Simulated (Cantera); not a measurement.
Standard-state values (1 bar) from the NASA 1993 polynomials, evaluated with Cantera. Values are per mole of reaction as written; species without (g) are pure solids or liquids, kept so even where they would boil at 1 bar.

Cu + 2 CF4(g) → 2 CF3(g) + CuF2

```json
[
 {"T (K)": "1600", "ΔH° (kJ)": "453.4", "ΔS° (J/K)": "122.5", "ΔG° (kJ)": "257.5", "log10 K": "-8.41"},
 {"T (K)": "1650", "ΔH° (kJ)": "454.4", "ΔS° (J/K)": "123.1", "ΔG° (kJ)": "251.4", "log10 K": "-7.96"},
 {"T (K)": "1700", "ΔH° (kJ)": "…", "ΔS° (J/K)": "…", "ΔG° (kJ)": "…", "log10 K": "…"},
 {"T (K)": "1750", "ΔH° (kJ)": "456.4", "ΔS° (J/K)": "124.2", "ΔG° (kJ)": "239.0", "log10 K": "-7.13"},
 {"T (K)": "1800", "ΔH° (kJ)": "…", "ΔS° (J/K)": "…", "ΔG° (kJ)": "…", "log10 K": "…"},
 {"T (K)": "1850", "ΔH° (kJ)": "458.4", "ΔS° (J/K)": "125.3", "ΔG° (kJ)": "226.5", "log10 K": "-6.40"},
 {"T (K)": "1900", "ΔH° (kJ)": "459.3", "ΔS° (J/K)": "125.8", "ΔG° (kJ)": "220.3", "log10 K": "-6.06"},
 {"T (K)": "1950", "ΔH° (kJ)": "460.3", "ΔS° (J/K)": "126.3", "ΔG° (kJ)": "214.0", "log10 K": "-5.73"},
 {"T (K)": "2000", "ΔH° (kJ)": "461.2", "ΔS° (J/K)": "126.8", "ΔG° (kJ)": "207.6", "log10 K": "-5.42"},
 {"T (K)": "2050", "ΔH° (kJ)": "…", "ΔS° (J/K)": "…", "ΔG° (kJ)": "…", "log10 K": "…"},
 {"T (K)": "2100", "ΔH° (kJ)": "463.1", "ΔS° (J/K)": "127.7", "ΔG° (kJ)": "194.9", "log10 K": "-4.85"}
]
```

Task: Some entries are withheld; supply them.

Result: 
- 1700, ΔH° (kJ): 455.4
- 1700, ΔS° (J/K): 123.7
- 1700, ΔG° (kJ): 245.2
- 1700, log10 K: -7.53
- 1800, ΔH° (kJ): 457.4
- 1800, ΔS° (J/K): 124.8
- 1800, ΔG° (kJ): 232.8
- 1800, log10 K: -6.76
- 2050, ΔH° (kJ): 462.2
- 2050, ΔS° (J/K): 127.3
- 2050, ΔG° (kJ): 201.3
- 2050, log10 K: -5.13
